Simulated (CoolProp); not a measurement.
A single-stage vapour-compression cycle with the fluid: evaporating at 227.15 K (dew point), condensing at 273.15 K (bubble point), superheat 5 K, subcooling 0 K, compressor efficiency 0.85, no pressure losses. The same conditions are run with several fluids, on thermodynamics alone (safety and materials aside).

Model: reference Helmholtz-energy equation of state of each fluid (CH3F (R41): Lemmon 2006; vinyl chloride: Thol 2022; R115: Lemmon 2016; trans-2-butene: Lemmon 2005; R236FA: Pan 2012; R404A: Lemmon 2003), in CoolProp. Blends and air are pseudo-pure fits.

Rank CH3F (R41), vinyl chloride, R115, trans-2-butene, R236FA, R404A by cooling COP, highest first.

trans-2-butene (3.60), vinyl chloride (3.55), R236FA (3.43), R404A (3.29), R115 (3.25), CH3F (R41) (3.18)

```tsv
fluid	pressure ratio	discharge temperature (K)	refrigerating effect (kJ/kg)	volumetric capacity (kJ/m³)
CH3F (R41)	4.47	339.7	337	3010
vinyl chloride	7.99	341.4	317	224
R115	5.95	279.4	86.5	529
trans-2-butene	8.93	302.2	354	114
R236FA	10.7	285.1	130	104
R404A	6.18	295.5	144	750
```
